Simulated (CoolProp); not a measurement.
Vapour-liquid equilibrium of CHF3 (R23) (1) + R227EA (2) at 4.47 bar; x and y are mole fractions of (1).

Model: multi-fluid Helmholtz-energy mixture model, Penoncello 2003 and Lemmon 2016; pair parameters Bell 2016, in CoolProp.

Give the bubble temperature and the first vapour's composition at x = 0.35, 0.75, 0.85. Is there an azeotrope?

x = 0.35: 246.5 K, y = 0.890; x = 0.75: 228.1 K, y = 0.979; x = 0.85: 225.3 K, y = 0.988. No azeotrope shows between x = 0.05 and 0.95.

The pair parameters rest on a limited set of measurements; away from them the model extrapolates. The gap from Raoult's law changes sign with composition, which may be real or a fault of the pair parameters; it wasn't checked against measurements.
